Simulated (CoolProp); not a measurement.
A single-stage vapour-compression cycle with R141b: evaporating at 292.15 K (dew point), condensing at 359.15 K (bubble point), superheat 10 K, subcooling 0 K, compressor efficiency 0.7, no pressure losses. Each further row changes one setting.

Computed with CoolProp (reference Helmholtz-energy equation of state, Lemmon 2006). It is a short technical equation, of lower accuracy than the large ones.

| case | cooling COP | pressure ratio | discharge temperature (K) | refrigerating effect (kJ/kg) | volumetric capacity (kJ/m³) |
|---|---|---|---|---|---|
| as stated | 2.37 | 7.82 | 389.4 | 156 | 466 |
| evaporating temperature 297.15 K | 2.66 | 6.46 | 386.8 | 160 | 570 |
| condensing temperature 354.15 K | 2.63 | 6.91 | 383.9 | 163 | 485 |
| subcooling 5 K | 2.46 | 7.82 | 389.4 | 163 | 485 |
| superheat 20 K | 2.40 | 7.82 | 400.4 | 164 | 473 |
| compressor efficiency 0.6 | 2.03 | 7.82 | 401.0 | 156 | 466 |
